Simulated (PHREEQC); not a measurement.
A PHREEQC input (ion-association model, wateq4f.dat):

```
SOLUTION 1
  temp 20
  units mg/L
  pH 6.06
  pe 8.4
  Na 0.116
  K 0.189
  Ca 0.0438
  Mg 0.0381
  Cl 0.177
  S(6) 0.247 as SO4
  Alkalinity 0.287 as HCO3
  Cd 0.00187
  Si 0.00913 as SiO2
  Sr 0.0226
  Ba 0.00517
END
USE solution 3
EQUILIBRIUM_PHASES 1
  Gypsum 0 0
  CO2(g) -2.5 10
END
```

It stops with these messages:

```
ERROR: Solution 3 not found.
```

The fault: USE names a solution that was never defined. The line should read `USE solution 1` where the input has `USE solution 3`. With the mend the run ends at pH 5.28 and ionic strength 2.61e-5 mol/kgw.
